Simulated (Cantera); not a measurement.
Charge: 1 mol LiCl, 1.9 mol O2, 1.2 mol H2, held at 1175 K and 1.00 bar.

Cantera equilibrium calculation (NASA polynomials, part measured and part estimated; ideal gas, pure solids and liquids). Candidate condensed phases: H2O, Li, LiCl, LiH, LiOH, Li2O; 25 gas species. Kinetics and transport are ignored.

Base state: O2 0.515, H2O 0.475, LiCl 0.00487, Li2Cl2 0.00449, HCl 0.000186, LiOH 0.000169, Li3Cl3 0.000140 (mole fractions); condensed: LiCl(l).

**Question.** What changes in the equilibrium state with this change: pressure from 1.00 bar to 2.30 mbar?

**Answer.** 
```tsv
species	before	after
O2	0.515	0.381
H2O	0.475	0.351
LiCl	0.00487	0.241
Li2Cl2	0.00449	0.0253
LiOH	0.000169	0.00108
HCl	0.000186	0.00107
OH	5.77e-6	2.10e-5
Li3Cl3	0.000140	8.97e-5
LiCl(l), mol	0.963	0
```

**Question.** What changes in the equilibrium state with this change: H2 from 1.2 to 0.25 mol?

**Answer.** 
| species | before | after |
|---|---|---|
| O2 | 0.515 | 0.868 |
| H2O | 0.475 | 0.122 |
| LiCl | 0.00487 | 0.00487 |
| HCl | 0.000186 | 9.22e-5 |
| LiOH | 0.000169 | 8.79e-5 |
| Li3Cl3 | 0.000140 | 0.000140 |
| LiCl(l), mol | 0.963 | 0.971 |

**Question.** What changes in the equilibrium state with this change: pressure from 1.00 bar to 13.3 mbar?

**Answer.** 
```
species         before     after
------------  --------  --------
O2               0.515     0.398
H2O              0.475     0.366
LiCl           0.00487     0.165
Li2Cl2         0.00449    0.0687
Li3Cl3        0.000140  0.000964
LiOH          0.000169  0.000906
HCl           0.000186  0.000908
OH             5.77e-6   1.40e-5
LiCl(l), mol     0.963         0
```
